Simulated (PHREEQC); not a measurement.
A solution holds 0.3 mol TMAH, 0.018 mol K2SiO3 and 0.00034 mol Na2CO3 per kg of water, at 25 °C. Closed to the air; pH follows from the charge balance.

Equilibrium calculation in PHREEQC: ion-association model, phreeqc.dat.

Task: The ionic strength comes out as 0.351 mol/kgw. What activity coefficients do H2SiO4-2, H3SiO4-, CO3-2, K+, Na+ get?

Result: H2SiO4-2 0.26, H3SiO4- 0.68, CO3-2 0.26, K+ 0.67, Na+ 0.72.

This is a speciation only: nothing precipitates in the calculation. (CH3)4N+ isn't in the database: it is added as a free cation with an ion size of 4 Å.
